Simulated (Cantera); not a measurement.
Input (Python, Cantera) and output of one run.

```python
import numpy as np
import cantera as ct

gas_names = """
    H H2 N NH NH2 NH3 N2 N2H2 N2H4 Zr ZrN
""".split()
cond_names = """
    Zr(a) Zr(b) Zr(L) ZrN(s) ZrN(L)
""".split()


# ... load() reads the species with a 1 bar reference pressure and builds the phases ...
atoms = {
    'Zr': {'Zr': 1},
    'N2': {'N': 2},
    'H2': {'H': 2},
}
top_T = {}  # K; cautious upper limits of use, not melting points


# ... equilibrate(T, P, feed) seeds the gas with the atoms and calls Mixture.equilibrate('TP', solver="vcs", rtol=1e-11, max_steps=5000) ...
results = []
feed = {'Zr': 1, 'N2': 1.1, 'H2': 250}  # mol
T = 2098  # K
for P in [0.1, 0.6, 3.6, 22, 130, 770, 4600, 28000, 170000, 1000000]:
    mix = equilibrate(T, P, feed)
    results.append((T, P, feed, dict(zip(mix.species_names, mix.species_moles))))

top = {s: max(r[3][s] / sum(r[3][g] for g in gas_names) for r in results) for s in gas_names}
cols = sorted((s for s in top if top[s] > 0.0001), key=lambda s: -top[s])[:7]
seen = [c for c in cond_names if any(r[3].get(c, 0) > 1e-12 for r in results)]
print("log10 of partial pressures in bar; condensed amounts in mol")
print(f"{'P/Pa':>10s}" + "".join(f"{s[:9]:>10s}" for s in cols + seen))
for T, P, feed, n in results:
    ng = sum(n[g] for g in gas_names)
    print(f"{P:10.4g}" + "".join(f"{np.log10(max(n[s] / ng * P / 1e5, 1e-99)):10.3f}" for s in cols)
          + "".join(f"{n.get(c, 0):10.4g}" for c in seen))
```

It prints:

```
log10 of partial pressures in bar; condensed amounts in mol
      P/Pa        H2         H        N2        Zr    ZrN(s)
       0.1    -7.060    -6.042    -8.623    -8.665         0
       0.6    -5.739    -5.381    -7.912    -8.240    0.6312
       3.6    -4.665    -4.844    -7.153    -8.619    0.9791
        22    -3.749    -4.386    -6.321    -9.035    0.9988
       130    -2.924    -3.974    -5.525    -9.433    0.9999
       770    -2.130    -3.577    -4.742    -9.825         1
      4600    -1.345    -3.184    -3.961   -10.215         1
   2.8e+04    -0.556    -2.790    -3.175   -10.608         1
   1.7e+05     0.228    -2.398    -2.391   -11.000         1
     1e+06     0.999    -2.013    -1.622   -11.385         1
```

These are equilibrium values from Cantera (NASA tables, ideal gas, pure condensed phases), not measurements of a reactor. ZrN: taken at fixed stoichiometry.
